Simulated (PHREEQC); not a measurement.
Leach liquor: an equilibrium model

Dissolve 0.04 mol HCl, 0.00028 mol Al2(SO4)3 and 0.00029 mol MnSO4 per kg of water at 25 °C. Closed to the air; pH follows from the charge balance.

Computed with PHREEQC (ion-association model, phreeqc.dat).

| Item | Value |
|---|---|
| pH | 1.47 |
| ionic strength | 0.0434 mol/kgw |
| specific conductance | 14900 µS/cm |
| total alkalinity | -40.0 meq/kg |

```csv
species,molality,activity,log γ
Cl-,0.0400,0.0329,-0.084
H+,0.0393,0.0338,-0.066
HSO4-,0.000684,0.000567,-0.081
Al+3,0.000478,0.000122,-0.592
SO4-2,0.000360,0.000173,-0.319
Mn+2,0.000264,0.000132,-0.301
AlSO4+,8.06e-5,6.69e-5,-0.081
```

No solid was allowed to form.
